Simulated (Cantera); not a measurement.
An isothermal, constant-pressure homogeneous reactor starts with N2O : H2O = 1 : 0.026 (molar parts), at 1100 K and 100.0 Torr. Integrator tolerance rtol = 1e-08.

Detailed kinetics in Cantera: GRI-Mech 3.0 (53 species, 325 reactions). GRI-Mech 3.0 was tuned for natural gas; its chemistry of N2O as a main component is partial and can be far from experiment. The mechanism lacks the step 2 NO + O2 → 2 NO2, which can matter for NO2 below about 1400 K. The temperature is held fixed by assumption; the heat of reaction is taken as removed at once.

| quantity | before | after |
|---|---|---|
| x(N2O) at 40.0 s | 0.525 (gas-phase equilibrium 2.44e-9) | 0.851 (gas-phase equilibrium 1.09e-9) |
| x(H2O) at 40.0 s | 0.0215 (gas-phase equilibrium 0.0170) | 0.0243 (gas-phase equilibrium 0.0170) |
| x(H2) at 40.0 s | 3.93e-9 (gas-phase equilibrium 1.08e-10) | 4.03e-9 (gas-phase equilibrium 2.42e-10) |
| x(H2O2) at 40.0 s | 2.35e-9 (gas-phase equilibrium 3.22e-11) | 8.15e-10 (gas-phase equilibrium 1.44e-11) |
| x(NO2) at 40.0 s | 0.000296 (gas-phase equilibrium 1.26e-6) | 0.000384 (gas-phase equilibrium 5.66e-7) |
| x(H) at 40.0 s | 1.98e-10 (gas-phase equilibrium <1e-12) | 1.72e-10 (gas-phase equilibrium 2.48e-12) |
| x(O2) at 40.0 s | 0.142 (gas-phase equilibrium 0.328) | 0.0390 (gas-phase equilibrium 0.328) |

Problem. What was changed between the two runs?
A) temperature 1100 to 1075 K
B) pressure from 100.0 Torr to 20.0 Torr
C) H2O 0.026 to 0.015 parts
D) temperature 1100 to 1300 K

Solution. B, pressure from 100.0 Torr to 20.0 Torr
